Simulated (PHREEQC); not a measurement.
1.2 g of hydrous ferric oxide (600 m²/g; 0.2 weak and 0.005 strong sites per Fe, Dzombak-Morel constants, diffuse double layer) in 1 kg of water with 0.005 mol/kgw of an inert sodium salt and 6.1 mmol/kgw Na2SeO4, at 25 °C; the pH is set by adding NaOH or the inert anion's acid. Oxygen alone is held at its pressure in air (log pO2 = -0.68). CO2 from the air is kept out. Precipitation was switched off in this run.

Base run: PHREEQC, ion-association model, wateq4f.dat. Each further column changes one thing. The table gives surface charge σ (C/m²).

| pH | base | background salt from 0.005 to 0.0005 mol/kgw | oxide from 1.2 to 6 g/kgw | 0.0035 mol/kgw NaH2PO4 added |
|---|---|---|---|---|
| 4 | 0.026 | 0.023 | 0.049 | 0.007 |
| 4.67 | 0.026 | 0.023 | 0.040 | 0.001 |
| 5.33 | 0.023 | 0.021 | 0.031 | -0.007 |
| 6 | 0.019 | 0.017 | 0.022 | -0.016 |
| 6.67 | 0.014 | 0.013 | 0.015 | -0.027 |
| 7.33 | 0.008 | 0.007 | 0.009 | -0.037 |
| 8.67 | -0.011 | -0.010 | -0.011 | -0.053 |
| 9.33 | -0.028 | -0.026 | -0.029 | -0.064 |
| 10 | -0.056 | -0.052 | -0.057 | -0.081 |
| 10.67 | -0.100 | -0.093 | -0.102 | -0.117 |
| 11.33 | -0.163 | -0.155 | -0.167 | -0.181 |
| 12 | -0.255 | -0.248 | -0.260 | -0.273 |

 H3PO4, which wateq4f.dat lacks, is added to it with the constant of phreeqc.dat.
